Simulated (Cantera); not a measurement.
Feed: 1 mol PbO, 0.34 mol H₂, held at 1900 K and 21.0 mbar.

These are equilibrium values from Cantera (NASA tables, ideal gas, pure condensed phases), not measurements of a reactor. Gases not in the tables: (PbO)n polymers. Rates play no part.

```tsv
species	before	after
Pb	0.370	0.436
PbO	0.325	0.230
H₂O	0.234	0.222
O₂	0.0660	0.103
Pb₂	1.71e-5	5.44e-6
H	0.000157	0.000413
O	0.000529	0.00139
H₂	0.000817	0.00130
OH	0.00368	0.00580
```
Gas species are given as mole fractions.

**Question.** What was changed between the two runs?
(A) H₂ from 0.34 to 1 mol
(B) H₂ from 0.34 to 340 mol
(C) pressure from 21.0 mbar to 4.80 mbar
(D) temperature from 1900 K to 1498 K

**Answer.** C, pressure from 21.0 mbar to 4.80 mbar
